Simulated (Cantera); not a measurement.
What does this Cantera script print?

```python
import numpy as np
import cantera as ct

surf = ct.Interface("ptcombust.yaml", "Pt_surf")
gas = surf.adjacent["gas"]
gas.TPX = 525, 140000, {'H2': 0.0024, 'O2': 0.078, 'N2': 0.79, 'H2O': 0.033}
surf.TP = 525, 140000
reactor = ct.FlowReactor(gas, clone=False)
reactor.area = 0.0001  # m2
reactor.surface_area_to_volume_ratio = 520  # 1/m
reactor.mass_flow_rate = 0.2 * reactor.area * gas.density  # inlet velocity 0.2 m/s
reactor.energy_enabled = False
wall = ct.ReactorSurface(surf, reactor, clone=False)
net = ct.ReactorNet([reactor])
net.rtol, net.atol = 1e-8, 1e-16
show, cover = ['H2', 'O2', 'H2O'], ['PT(S)', 'H(S)', 'O(S)', 'OH(S)', 'CO(S)', 'C(S)']

rows = []
print(f"{'z/m':>9s}{'u/(m/s)':>9s}" + "".join(f"{s:>13s}" for s in show + cover))
for z in [0.00087, 0.0014, 0.0024, 0.004, 0.0067, 0.011, 0.019, 0.031, 0.052, 0.087]:
    net.advance(z)
    rows.append([reactor.speed, *gas[show].X, *surf[cover].coverages])
    print(f"{z:9.4g}{rows[-1][0]:9.3g}" + "".join(f"{x:13.4e}" for x in rows[-1][1:]))
```

Output:

```
      z/m  u/(m/s)           H2           O2          H2O        PT(S)         H(S)         O(S)        OH(S)        CO(S)         C(S)
  0.00087      0.2   6.7585e-04   8.5434e-02   3.8548e-02   1.1959e-02   8.6203e-10   9.6445e-01   2.3505e-02  -1.1726e-25  -3.5293e-29
   0.0014      0.2   4.6411e-04   8.5338e-02   3.8764e-02   8.2223e-03   4.1446e-10   9.7212e-01   1.9602e-02  -2.0869e-25  -8.4338e-29
   0.0024      0.2   2.9155e-04   8.5259e-02   3.8940e-02   5.1705e-03   1.6885e-10   9.7917e-01   1.5624e-02  -3.1361e-26  -1.2637e-31
    0.004      0.2   1.8273e-04   8.5209e-02   3.9051e-02   3.2435e-03   6.9132e-11   9.8432e-01   1.2418e-02   1.0840e-26   8.2491e-31
   0.0067      0.2   1.1207e-04   8.5177e-02   3.9123e-02   1.9916e-03   2.7463e-11   9.8824e-01   9.7563e-03   1.0534e-25   5.6429e-31
    0.011      0.2   6.9307e-05   8.5157e-02   3.9167e-02   1.2347e-03   1.1232e-11   9.9106e-01   7.6956e-03   2.7220e-25   3.0078e-29
    0.019      0.2   4.0454e-05   8.5144e-02   3.9196e-02   7.2598e-04   4.2117e-12   9.9336e-01   5.9092e-03  -3.2505e-26  -1.9354e-30
    0.031      0.2   2.4786e-05   8.5137e-02   3.9212e-02   4.5278e-04   1.7755e-12   9.9487e-01   4.6709e-03  -8.9395e-27  -5.7102e-31
    0.052      0.2   1.4579e-05   8.5132e-02   3.9223e-02   2.7976e-04   7.3617e-13   9.9604e-01   3.6740e-03   1.3442e-27   8.5867e-32
    0.087      0.2   8.3459e-06   8.5129e-02   3.9229e-02   1.8091e-04   3.2677e-13   9.9686e-01   2.9558e-03  -4.8446e-28  -7.8771e-32
```

Cantera simulation using Deutschmann's 1995 Pt surface mechanism with GRI-Mech 3.0 gas chemistry; the numbers are that mechanism's predictions, not measurements. Catalytic surfaces can have several steady states; this one follows from the mechanism file's or the stated starting coverage. Mass transfer to the wall is taken as infinitely fast.
